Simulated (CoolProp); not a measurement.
Vapour pressure (MPa) of dodecamethylpentasiloxane (MD3M): the reference equation beside estimates from Tc = 628.0 K, pc = 0.9540 MPa, ω = 0.730. Clausius-Clapeyron is anchored at 360.3 K with a constant enthalpy of vaporisation of 60.46 kJ/mol.

Model: reference Helmholtz-energy equation of state, Thol 2019, in CoolProp.

```json
[
 {"T (K)": "333.5", "reference": "0.0001104", "Lee-Kesler": "0.0001262", "Clausius-Clapeyron": "0.0001157", "van der Waals": "0.03943", "Redlich-Kwong": "0.004783", "Soave-Redlich-Kwong": "0.0001224", "Peng-Robinson": "0.0001507"},
 {"T (K)": "346.9", "reference": "0.0002654", "Lee-Kesler": "0.0002926", "Clausius-Clapeyron": "0.0002687", "van der Waals": "0.05055", "Redlich-Kwong": "0.007752", "Soave-Redlich-Kwong": "0.0002858", "Peng-Robinson": "0.0003409"},
 {"T (K)": "360.3", "reference": "0.0005858", "Lee-Kesler": "0.0006276", "Clausius-Clapeyron": "0.0005858", "van der Waals": "0.06368", "Redlich-Kwong": "0.01201", "Soave-Redlich-Kwong": "0.0006167", "Peng-Robinson": "0.0007152"},
 {"T (K)": "373.7", "reference": "0.001199", "Lee-Kesler": "0.001257", "Clausius-Clapeyron": "0.001208", "van der Waals": "0.07900", "Redlich-Kwong": "0.01790", "Soave-Redlich-Kwong": "0.001241", "Peng-Robinson": "0.001405"},
 {"T (K)": "387.1", "reference": "0.002297", "Lee-Kesler": "0.002370", "Clausius-Clapeyron": "0.002369", "van der Waals": "0.09666", "Redlich-Kwong": "0.02579", "Soave-Redlich-Kwong": "0.002349", "Peng-Robinson": "0.002603"},
 {"T (K)": "400.4", "reference": "0.004135", "Lee-Kesler": "0.004214", "Clausius-Clapeyron": "0.004421", "van der Waals": "0.1167", "Redlich-Kwong": "0.03597", "Soave-Redlich-Kwong": "0.004193", "Peng-Robinson": "0.004562"},
 {"T (K)": "413.8", "reference": "0.007102", "Lee-Kesler": "0.007175", "Clausius-Clapeyron": "0.007961", "van der Waals": "0.1394", "Redlich-Kwong": "0.04899", "Soave-Redlich-Kwong": "0.007161", "Peng-Robinson": "0.007668"},
 {"T (K)": "427.2", "reference": "0.01165", "Lee-Kesler": "0.01170", "Clausius-Clapeyron": "0.01381", "van der Waals": "0.1650", "Redlich-Kwong": "0.06521", "Soave-Redlich-Kwong": "0.01171", "Peng-Robinson": "0.01237"},
 {"T (K)": "440.6", "reference": "0.01837", "Lee-Kesler": "0.01837", "Clausius-Clapeyron": "0.02318", "van der Waals": "0.1935", "Redlich-Kwong": "0.08503", "Soave-Redlich-Kwong": "0.01844", "Peng-Robinson": "0.01924"}
]
```

Absolute difference from the reference over all 9 rows, mean and median: Lee-Kesler 4.8 and 3.2 %, Clausius-Clapeyron 8.2 and 4.8 %, van der Waals 9198.3 and 4108.1 %, Redlich-Kwong 1511.3 and 1022.8 %, Soave-Redlich-Kwong 3.6 and 2.3 %, Peng-Robinson 16.3 and 13.3 %.
